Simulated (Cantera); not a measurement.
CH3SiH3 + C2H2 + H2 + C3H8 (silicon carbide growth)

A closed system holds: 1 mol CH3SiH3, 0.14 mol C2H2, 980 mol H2, 0.21 mol C3H8, equilibrated at 13000 Pa.

Equilibrium computed with Cantera from the NASA thermochemical tables; the gas is ideal and each condensed phase is pure. Candidate condensed phases: C, C6H6, C7H8, C8H18, Si, SiC; 87 gas species. The feed counts by its element totals alone. Equilibrium is a limit: real reactors are often held back by kinetics, nucleation or transport.

```json
[
 {"T (K)": "1298", "x H2": "0.999", "x CH4": "0.000924", "x H": "2.97e-6", "x C2H2 (acetylene)": "4.46e-7", "x CH3": "5.40e-8", "n SiC(s)": "1.000", "n C(graphite)": "0"},
 {"T (K)": "1348", "x H2": "0.999", "x CH4": "0.000757", "x H": "6.41e-6", "x C2H2 (acetylene)": "1.20e-6", "x CH3": "9.65e-8", "n SiC(s)": "1.000", "n C(graphite)": "0.162"},
 {"T (K)": "1398", "x H2": "0.999", "x CH4": "0.000567", "x H": "1.31e-5", "x C2H2 (acetylene)": "2.45e-6", "x CH3": "1.49e-7", "n SiC(s)": "1.000", "n C(graphite)": "0.347"},
 {"T (K)": "1448", "x H2": "1.000", "x CH4": "0.000433", "x H": "2.56e-5", "x C2H2 (acetylene)": "4.75e-6", "x CH3": "2.23e-7", "n SiC(s)": "1.000", "n C(graphite)": "0.474"},
 {"T (K)": "1498", "x H2": "1.000", "x CH4": "0.000337", "x H": "4.77e-5", "x C2H2 (acetylene)": "8.81e-6", "x CH3": "3.25e-7", "n SiC(s)": "1.000", "n C(graphite)": "0.560"},
 {"T (K)": "1548", "x H2": "1.000", "x CH4": "0.000267", "x H": "8.54e-5", "x C2H2 (acetylene)": "1.57e-5", "x CH3": "4.63e-7", "n SiC(s)": "1.000", "n C(graphite)": "0.616"},
 {"T (K)": "1598", "x H2": "1.000", "x CH4": "0.000214", "x H": "0.000148", "x C2H2 (acetylene)": "2.69e-5", "x CH3": "6.43e-7", "n SiC(s)": "1.000", "n C(graphite)": "0.645"},
 {"T (K)": "1648", "x H2": "1.000", "x CH4": "0.000174", "x H": "0.000247", "x C2H2 (acetylene)": "4.47e-5", "x CH3": "8.75e-7", "n SiC(s)": "1.000", "n C(graphite)": "0.649"},
 {"T (K)": "1698", "x H2": "0.999", "x CH4": "0.000143", "x H": "0.000401", "x C2H2 (acetylene)": "7.20e-5", "x CH3": "1.17e-6", "n SiC(s)": "1.000", "n C(graphite)": "0.626"}
]
```
x: gas mole fraction; n: condensed amount in mol.

At 1298 K the condensed part is SiC(s). From 1348 K to 1698 K the condensed part is C(graphite) + SiC(s).
